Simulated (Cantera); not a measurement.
A perfectly stirred reactor is fed with C₃H₈ : H₂ = 1 : 46 (molar parts), at 0.132 atm; it is held at 1575 K, and followed from long to short residence time.

Cantera simulation using GRI-Mech 3.0 (53 species, 325 reactions); the numbers are that mechanism's predictions, not measurements. GRI-Mech 3.0 was tuned for natural gas; its chemistry of propane as a main component is partial and can be far from experiment. GRI-Mech 3.0 stops at C3 and has no aromatics, soot or wall deposition, so with more carbon than oxygen in the feed, carbon stays in small species such as C2H2 where larger ones or solid carbon would form.

Q: What does this change do: H2 46 to 31 parts?

A: 
| quantity | before | after |
|---|---|---|
| x(C₃H₈) at τ = 28.0 s | 1.37e-7 | 1.97e-7 |
| x(H₂) at τ = 28.0 s | 0.964 | 0.950 |
| x(C₂H) at τ = 28.0 s | 8.71e-9 | 1.30e-8 |
| x(CH₃) at τ = 28.0 s | 2.56e-5 | 3.15e-5 |
| x(C₂H₂) at τ = 28.0 s | 0.0246 | 0.0364 |
| x(C₃H₈) at τ = 0.240 s | 1.10e-5 | 1.60e-5 |
| x(H₂) at τ = 0.240 s | 0.959 | 0.942 |
| x(C₂H) at τ = 0.240 s | 1.46e-8 | 2.19e-8 |
| x(CH₃) at τ = 0.240 s | 0.000102 | 0.000139 |
| x(C₂H₂) at τ = 0.240 s | 0.0199 | 0.0295 |
